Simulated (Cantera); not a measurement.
A Cantera script and its output.

```python
import numpy as np
import cantera as ct

surf = ct.Interface("diamond.yaml", "diamond_100")
gas, bulk = surf.adjacent["gas"], surf.adjacent["diamond"]
k = surf.kinetics_species_index(bulk.species_names[0])
cover = ["c6HH", "c6H*", "c6*H", "c6**", "c6HM", "c6B"]

rows, drift = [], 0.0
print(f"{'xH':>10s}{'um/h':>11s}" + "".join(f"{s:>11s}" for s in cover))
for v in [0.0001, 0.00021, 0.00045, 0.00096, 0.002, 0.0043, 0.0092, 0.019, 0.041]:
    T, P, xH, xCH3 = 1125, 2800, v, 0.00012
    gas.TPX = T, P, {"H": xH, "CH3": xCH3, "CH4": 0.0062, "H2": 1 - xH - xCH3 - 0.0062}
    surf.TP = bulk.TP = T, P
    surf.coverages = "c6H*:0.1, c6HH:0.9"
    surf.advance_coverages(100.0)
    before = surf.coverages
    surf.advance_coverages(100.0)
    drift = max(drift, np.max(np.abs(surf.coverages - before) / (surf.coverages + 1e-9)))
    rate = surf.net_production_rates[k] * bulk.mean_molecular_weight / bulk.density * 3.6e9
    rows.append([rate, *surf[cover].coverages])
    print(f"{v:10.4g}{rate:11.4e}" + "".join(f"{x:11.3e}" for x in rows[-1][1:]))
```

Result:

```
        xH       um/h       c6HH       c6H*       c6*H       c6**       c6HM        c6B
    0.0001 6.1531e-02  5.989e-01  2.423e-02  3.627e-01  5.144e-03  4.173e-03  1.670e-10
   0.00021 1.3132e-01  5.479e-01  2.712e-02  4.060e-01  9.069e-03  5.000e-03  3.563e-10
   0.00045 2.5912e-01  5.177e-01  2.873e-02  4.302e-01  1.334e-02  5.540e-03  7.031e-10
   0.00096 4.7894e-01  5.021e-01  2.954e-02  4.422e-01  1.674e-02  5.588e-03  1.300e-09
     0.002 8.2049e-01  4.948e-01  2.994e-02  4.481e-01  1.888e-02  5.068e-03  2.226e-09
    0.0043 1.3129e+00  4.916e-01  3.019e-02  4.516e-01  2.015e-02  3.999e-03  3.563e-09
    0.0092 1.8490e+00  4.907e-01  3.037e-02  4.538e-01  2.082e-02  2.712e-03  5.017e-09
     0.019 2.2806e+00  4.906e-01  3.052e-02  4.551e-01  2.117e-02  1.643e-03  6.189e-09
     0.041 2.5898e+00  4.907e-01  3.071e-02  4.558e-01  2.137e-02  8.708e-04  7.028e-09
```

Model: the Harris–Goodwin 1993 mechanism for the reconstructed diamond (100) surface, integrated in Cantera.
